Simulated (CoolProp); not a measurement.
A single-stage vapour-compression cycle with the fluid: evaporating at 274.15 K (dew point), condensing at 333.15 K (bubble point), superheat 2 K, subcooling 2 K, compressor efficiency 0.6, no pressure losses. The same conditions are run with several fluids, on thermodynamics alone (safety and materials aside).

The numbers come from the reference Helmholtz-energy equation of state of each fluid (fluoroethane (R161): Wu 2012; the fluoroketone C6F12O (FK-5-1-12): McLinden 2015; R21: Platzer 1990; chloromethane (R40): Thol 2014; R245fa: Akasaka 2015; CH2F2 (R32): Tillner-Roth 1997) in CoolProp. The equations of Platzer and Polt are older, rougher fits.

```json
[
 {"fluid": "fluoroethane (R161)", "cooling COP": "2.04", "pressure ratio": "4.80", "discharge temperature (K)": "382.4", "refrigerating effect (kJ/kg)": "247", "volumetric capacity (kJ/m³)": "2580"},
 {"fluid": "the fluoroketone C6F12O (FK-5-1-12)", "cooling COP": "1.52", "pressure ratio": "11.1", "discharge temperature (K)": "333.1", "refrigerating effect (kJ/kg)": "39.9", "volumetric capacity (kJ/m³)": "73.1"},
 {"fluid": "R21", "cooling COP": "2.32", "pressure ratio": "7.05", "discharge temperature (K)": "407.5", "refrigerating effect (kJ/kg)": "184", "volumetric capacity (kJ/m³)": "628"},
 {"fluid": "chloromethane (R40)", "cooling COP": "2.23", "pressure ratio": "5.31", "discharge temperature (K)": "437.5", "refrigerating effect (kJ/kg)": "309", "volumetric capacity (kJ/m³)": "1950"},
 {"fluid": "R245fa", "cooling COP": "2.11", "pressure ratio": "8.30", "discharge temperature (K)": "352.0", "refrigerating effect (kJ/kg)": "130", "volumetric capacity (kJ/m³)": "435"},
 {"fluid": "CH2F2 (R32)", "cooling COP": "1.86", "pressure ratio": "4.69", "discharge temperature (K)": "411.5", "refrigerating effect (kJ/kg)": "202", "volumetric capacity (kJ/m³)": "4540"}
]
```

The compression ends wet for: the fluoroketone C6F12O (FK-5-1-12).
